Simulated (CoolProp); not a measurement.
Vapour-liquid equilibrium of hydrogen chloride (1) + ethane (2) at 1.98 MPa; x and y are mole fractions of (1).

Model: multi-fluid Helmholtz-energy mixture model, Thol 2018 and Bücker 2006; pair parameters Bell 2016, in CoolProp.

```json
[
 {"x": "0.05", "bubble temperature (°C)": "-10.2", "y at the bubble point": "0.091", "dew temperature at overall composition x (°C)": "-9.0", "liquid density (mol/L)": "14.31"},
 {"x": "0.125", "bubble temperature (°C)": "-13.2", "y at the bubble point": "0.202", "dew temperature at overall composition x (°C)": "-11.1", "liquid density (mol/L)": "14.94"},
 {"x": "0.2", "bubble temperature (°C)": "[?]", "y at the bubble point": "0.290", "dew temperature at overall composition x (°C)": "[?]", "liquid density (mol/L)": "[?]"},
 {"x": "0.275", "bubble temperature (°C)": "-16.9", "y at the bubble point": "0.361", "dew temperature at overall composition x (°C)": "-15.0", "liquid density (mol/L)": "16.23"},
 {"x": "0.35", "bubble temperature (°C)": "-17.9", "y at the bubble point": "0.420", "dew temperature at overall composition x (°C)": "-16.7", "liquid density (mol/L)": "16.93"},
 {"x": "0.425", "bubble temperature (°C)": "-18.5", "y at the bubble point": "0.470", "dew temperature at overall composition x (°C)": "-18.0", "liquid density (mol/L)": "17.70"},
 {"x": "0.5", "bubble temperature (°C)": "-18.8", "y at the bubble point": "0.517", "dew temperature at overall composition x (°C)": "-18.7", "liquid density (mol/L)": "18.54"},
 {"x": "0.575", "bubble temperature (°C)": "-18.8", "y at the bubble point": "[?]", "dew temperature at overall composition x (°C)": "-18.8", "liquid density (mol/L)": "[?]"},
 {"x": "0.65", "bubble temperature (°C)": "-18.6", "y at the bubble point": "0.606", "dew temperature at overall composition x (°C)": "-18.0", "liquid density (mol/L)": "20.49"},
 {"x": "0.725", "bubble temperature (°C)": "-18.0", "y at the bubble point": "0.655", "dew temperature at overall composition x (°C)": "-16.7", "liquid density (mol/L)": "21.61"},
 {"x": "0.8", "bubble temperature (°C)": "-16.9", "y at the bubble point": "0.714", "dew temperature at overall composition x (°C)": "-15.1", "liquid density (mol/L)": "22.84"},
 {"x": "0.875", "bubble temperature (°C)": "[?]", "y at the bubble point": "0.791", "dew temperature at overall composition x (°C)": "-13.2", "liquid density (mol/L)": "[?]"},
 {"x": "0.95", "bubble temperature (°C)": "-12.6", "y at the bubble point": "0.900", "dew temperature at overall composition x (°C)": "-11.3", "liquid density (mol/L)": "25.55"}
]
```

### Question
Some entries are withheld; supply them.

### Answer

- 0.2, bubble temperature (°C): -15.4
- 0.2, dew temperature at overall composition x (°C): -13.1
- 0.2, liquid density (mol/L): 15.57
- 0.575, y at the bubble point: 0.561
- 0.575, liquid density (mol/L): 19.46
- 0.875, bubble temperature (°C): -15.3
- 0.875, liquid density (mol/L): 24.16

y crosses x between x = 0.5 and 0.575: the model has an azeotrope there.

The pair parameters rest on a limited set of measurements; away from them the model extrapolates.
